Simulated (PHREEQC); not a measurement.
Make-up at 5.1 °C: 0.065 mol/kgw HCl, 0.0026 mol/kgw Al2(SO4)3 and 0.0016 mol/kgw MgSO4. Closed to the air; pH follows from the charge balance.

The numbers come from PHREEQC with the ion-association model, wateq4f.dat.

No solid was allowed to form.

Q: Estimate the pH, ionic strength.

A: pH 1.30; ionic strength 0.0885 mol/kgw.

Q: In which forms is Mg present?

A: Mg+2 94 %, MgSO4 5.8 % of the Mg.

Species that the database lacks are ignored. Constants without temperature data keep their 25 °C values here.
